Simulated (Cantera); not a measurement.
Input: 1 mol B₂H₆, 3.7 mol O₂, 1.7 mol H₂, at 1900 K.

Cantera equilibrium calculation (NASA polynomials, part measured and part estimated; ideal gas, pure solids and liquids). Candidate condensed phases: B, B₂O₃, B₃O₃H₃, H₂O; 23 gas species. The feed counts by its element totals alone. The numbers say what is thermodynamically allowed, not how fast it happens.

x: gas mole fraction; n: condensed amount in mol.

| P (Pa) | x H₂O | x HBO₂ | x H₂ | x H | x B₂O₃ | x OH | n B₂O₃(l) |
|---|---|---|---|---|---|---|---|
| 10 | 0.555 | 0.300 | 0.0731 | 0.0215 | 0.0144 | 0.0134 | 0 |
| 28 | 0.580 | 0.309 | 0.0639 | 0.0120 | 0.0145 | 0.00893 | 0 |
| 77 | 0.594 | 0.314 | 0.0582 | ? | 0.0147 | ? | 0 |
| 220 | 0.602 | 0.317 | 0.0551 | ? | 0.0147 | ? | 0 |
| 600 | 0.606 | 0.318 | 0.0537 | 0.00237 | 0.0148 | 0.00220 | 0 |
| 1700 | 0.609 | 0.320 | 0.0531 | 0.00140 | 0.0148 | 0.00132 | 0 |
| 4600 | 0.610 | 0.320 | 0.0528 | 0.000850 | 0.0149 | 0.000807 | 0 |
| 13000 | 0.611 | 0.320 | 0.0527 | 0.000505 | 0.0149 | 0.000481 | 0 |
| 36000 | 0.611 | 0.320 | 0.0526 | 0.000303 | 0.0149 | 0.000289 | 0 |
| 100000 | 0.631 | 0.301 | 0.0534 | 0.000183 | 0.0127 | 0.000178 | 0.0727 |

**Question.** Complete the blanks.

**Answer.** 
- 220, x H: 0.00397
- 220, x OH: 0.00357
- 77, x H: 0.00690
- 77, x OH: 0.00578
